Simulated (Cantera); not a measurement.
**Hydrocarbon pyrolysis for carbon deposition**

An isothermal, constant-pressure homogeneous reactor starts with 69.4 % C₂H₆, 30.6 % N₂, at 1325 K and 100000 Pa.

Cantera simulation using GRI-Mech 3.0 (53 species, 325 reactions); the numbers are that mechanism's predictions, not measurements. GRI-Mech 3.0 stops at C3 and has no aromatics, soot or wall deposition, so with more carbon than oxygen in the feed, carbon stays in small species such as C2H2 where larger ones or solid carbon would form.

```
t (s)       x C₂H₆    x C₂H₂     x H₂     x CH₃     x CH₄     x C₂H
--------  --------  --------  -------  --------  --------  --------
2.00e-5      0.690   3.40e-7  0.00167  0.000213  0.000618    <1e-12
0.000112     0.634  0.000148   0.0301  0.000324   0.00610  2.83e-11
0.000632     0.387   0.00361    0.155  0.000264    0.0335  1.57e-10
0.00356     0.0441    0.0288    0.329  0.000102    0.0896  6.32e-10
0.0200     0.00369    0.0827    0.374   3.11e-5     0.104  6.63e-10
0.112      0.00227     0.152    0.401   2.74e-5     0.122  9.31e-10
0.632      0.00161     0.166    0.365   2.71e-5     0.178  6.96e-10
3.56       0.00106     0.164    0.293   2.51e-5     0.269  4.27e-10
20.0      0.000762     0.163    0.242   2.27e-5     0.332  3.11e-10
```
x: mole fraction; the columns are a selection and need not sum to one.

Equilibrium at this temperature and pressure: C₂H₆ 0.000688, C₂H₂ 0.141, H₂ 0.247, CH₃ 2.16e-5, CH₄ 0.331, C₂H 2.56e-10 (gas phase only).
